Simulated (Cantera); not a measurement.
A closed system holds: 1 mol SiO2, 21 mol HCl, 2 mol NF3, at 1898.15 K and 13300 Pa.

Equilibrium computed with Cantera from the NASA thermochemical tables; the gas is ideal and each condensed phase is pure. Candidate condensed phases: H2O, NH4Cl, Si, SiO2, Si2N2O, Si3N4; 72 gas species. The tables' values for SiF3 are old estimates; treat these amounts as uncertain. The tables hold silica as quartz up to 1696 K and as liquid above; real silica turns to tridymite and cristobalite and melts near 1996 K. Equilibrium is a limit: real reactors are often held back by kinetics, nucleation or transport.

Base state: HCl 0.587, HF 0.171, Cl 0.161, N2 0.0368, Cl2 0.0143, SiF4 0.0126, H2O 0.00882, O2 0.00786 (mole fractions); condensed: SiO2(condensed).

What changes in the equilibrium state with this change: temperature from 1898.15 K to 1798 K?


```csv
species,before,after
HCl,0.587,0.609
HF,0.171,0.161
Cl,0.161,0.132
Cl2,0.0143,0.0236
O2,0.00786,0.0114
SiF4,0.0126,0.0159
N2,0.0368,0.0374
H,1.27e-5,3.30e-6
SiF3,2.49e-5,8.09e-6
"SiO2(condensed), mol",0.659,0.576
```
